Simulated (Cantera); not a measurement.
Catalytic combustion on Pt

An isothermal plug-flow reactor at 748 K and 0.770 bar (inlet), inlet velocity 2.8 m/s, active area per volume 4400 1/m; feed 0.268 % CO, 15.9 % O2, 78.5 % N2, 5.36 % H2O, equivalence ratio 0.0084.

Model: Deutschmann's 1995 Pt surface mechanism with GRI-Mech 3.0 gas chemistry, integrated in Cantera. Catalytic surfaces can have several steady states; this one follows from the mechanism file's or the stated starting coverage. Mass transfer to the wall is taken as infinitely fast.

```json
[
 {"z (m)": "0.00017", "x CO": "0.00261", "x O2": "0.159", "x H2O": "0.0536", "x CO2": "7.46e-5", "θ free Pt": "0.0183", "θ O*": "0.977", "θ OH*": "0.00390"},
 {"z (m)": "0.00036", "x CO": "0.00253", "x O2": "0.159", "x H2O": "0.0536", "x CO2": "0.000155", "θ free Pt": "0.0183", "θ O*": "0.978", "θ OH*": "0.00389"},
 {"z (m)": "0.00078", "x CO": "0.00236", "x O2": "0.159", "x H2O": "0.0536", "x CO2": "0.000321", "θ free Pt": "0.0181", "θ O*": "0.978", "θ OH*": "0.00387"},
 {"z (m)": "0.0017", "x CO": "0.00205", "x O2": "0.159", "x H2O": "0.0537", "x CO2": "0.000638", "θ free Pt": "0.0177", "θ O*": "0.978", "θ OH*": "0.00383"},
 {"z (m)": "0.0036", "x CO": "0.00154", "x O2": "0.158", "x H2O": "0.0537", "x CO2": "0.00114", "θ free Pt": "0.0172", "θ O*": "0.979", "θ OH*": "0.00378"},
 {"z (m)": "0.0078", "x CO": "0.000861", "x O2": "0.158", "x H2O": "0.0537", "x CO2": "0.00182", "θ free Pt": "0.0165", "θ O*": "0.980", "θ OH*": "0.00371"},
 {"z (m)": "0.017", "x CO": "0.000263", "x O2": "0.158", "x H2O": "0.0537", "x CO2": "0.00242", "θ free Pt": "0.0160", "θ O*": "0.980", "θ OH*": "0.00365"}
]
```
x: gas mole fraction; θ: surface coverage.
